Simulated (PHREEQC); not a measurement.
Solution (25 °C): 0.0024 mol/kgw HBr, 0.0054 mol/kgw AlCl3 and 0.014 mol/kgw MgCl2. Closed to the air; pH follows from the charge balance.

The numbers come from PHREEQC with the ion-association model, phreeqc.dat.

### Question
The ionic strength comes out as 0.0768 mol/kgw. What activity coefficients do Al+3, Br-, Mg+2, Cl-, AlOH+2 get?

### Answer
Al+3 0.20, Br- 0.77, Mg+2 0.44, Cl- 0.79, AlOH+2 0.42.

This is a speciation only: nothing precipitates in the calculation.
